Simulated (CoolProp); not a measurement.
o-xylene along the isobar 1.58 MPa: density (kg/m³) from the reference equation and from simpler models built on Tc = 630.3 K, pc = 3.737 MPa, ω = 0.312; each cubic takes its own stable root.

Computed with CoolProp (reference Helmholtz-energy equation of state, Zhou 2012).

```json
[
 {"T (K)": "389.4", "phase": "liquid", "reference": "798.0"},
 {"T (K)": "395.3", "phase": "liquid", "reference": "792.6"},
 {"T (K)": "401.3", "phase": "liquid", "reference": "787.0"},
 {"T (K)": "407.3", "phase": "liquid", "reference": "781.4"},
 {"T (K)": "413.3", "phase": "liquid", "reference": "775.8"},
 {"T (K)": "419.3", "phase": "liquid", "reference": "770.0"},
 {"T (K)": "425.2", "phase": "liquid", "reference": "764.3"},
 {"T (K)": "431.2", "phase": "liquid", "reference": "758.5"},
 {"T (K)": "437.2", "phase": "liquid", "reference": "752.5"},
 {"T (K)": "443.2", "phase": "liquid", "reference": "746.5"},
 {"T (K)": "449.2", "phase": "liquid", "reference": "740.3"},
 {"T (K)": "455.1", "phase": "liquid", "reference": "734.2"},
 {"T (K)": "461.1", "phase": "liquid", "reference": "727.9"},
 {"T (K)": "467.1", "phase": "liquid", "reference": "721.5"}
]
```

**Question.** How far does each simpler model (Redlich-Kwong, Soave-Redlich-Kwong) lie from the reference over these 14 states: mean and median of the absolute difference, and the worst?

**Answer.** 
- Redlich-Kwong: mean 15.4 %, median 15.3 %, worst -16.4 % at 467.1 K and 1.58 MPa
- Soave-Redlich-Kwong: mean 11.5 %, median 11.4 %, worst -11.9 % at 467.1 K and 1.58 MPa
